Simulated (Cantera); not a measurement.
Ammonia decomposition in nitride growth gas

An isothermal, constant-pressure homogeneous reactor starts with NH3 : N2 = 1 : 0.8 (molar parts), at 1975 K and 21000 Pa.

Cantera simulation using the gas-phase N/H chemistry of the illustrative SiF4/NH3 mechanism in the Surface Chemkin manual (1991); the numbers are that mechanism's predictions, not measurements. Walls and surfaces, which speed up NH3 decomposition in real reactors, are not modelled.

```tsv
t (s)	x NH3	x N2H4	x NH	x H2	x NH2
5.00e-6	0.556	7.96e-12	3.35e-10	4.32e-6	9.01e-6
1.46e-5	0.556	8.22e-11	3.92e-9	1.34e-5	2.71e-5
4.29e-5	0.555	7.48e-10	5.09e-8	4.00e-5	8.00e-5
0.000126	0.555	6.41e-9	5.65e-7	0.000121	0.000232
0.000368	0.555	4.51e-8	3.10e-6	0.000452	0.000615
0.00108	0.552	1.13e-7	6.22e-6	0.00235	0.000972
0.00316	0.545	1.10e-7	7.14e-6	0.00903	0.000961
0.00926	0.526	9.40e-8	8.51e-6	0.0281	0.000888
0.0271	0.473	7.12e-8	1.00e-5	0.0787	0.000772
0.0795	0.355	4.39e-8	1.05e-5	0.193	0.000606
0.233	0.171	1.58e-8	8.81e-6	0.370	0.000364
0.683	0.0303	1.51e-9	4.97e-6	0.506	0.000112
2.00	0.000491	3.59e-12	7.48e-7	0.534	5.51e-6
```
x: mole fraction; the columns are a selection and need not sum to one.

Equilibrium at this temperature and pressure: NH3 1.17e-6, N2H4 <1e-12, NH 1.99e-9, H2 0.534, NH2 1.38e-8 (gas phase only).
